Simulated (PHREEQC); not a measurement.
A column of 1 m (30 cells, dispersivity 0.05 m, 60 s a shift, diffusion coefficient 3e-10 m²/s) holds 0.13 eq of the database's cation exchanger X per kg of pore water, first in equilibrium with 28 mmol/kgw NaCl, 0.69 mmol/kgw KBr and 0.01 mmol/kgw HCl. It is flushed with 0.0077 mol/kgw MnCl2, 0.042 mol/kgw BaCl2 and 1e-05 mol/kgw HCl, at 25 °C. Values are for the last cell. No CO2 enters from the air. Nothing may precipitate in this run.

Base run: PHREEQC, ion-association model, phreeqc.dat. Each further column changes one thing. The table gives Na in solution (mol/kgw).

```csv
pore volumes,base,exchange capacity from 0.13 to 0.065 eq/kgw,dispersivity from 0.05 to 0.1 m
0,0.0280,0.0280,0.0280
0.5167,0.0295,0.0295,0.0339
1.017,0.0682,0.0682,0.0693
1.517,0.0924,0.0477,0.0887
2.017,0.0767,0.00540,0.0567
2.517,0.00893,0.000613,0.0148
3.017,0.00109,6.85e-5,0.00425
3.517,0.000141,7.57e-6,0.00127
4.017,1.89e-5,8.29e-7,0.000390
4.517,2.55e-6,9.04e-8,0.000120
5.017,3.48e-7,9.82e-9,3.74e-5
```
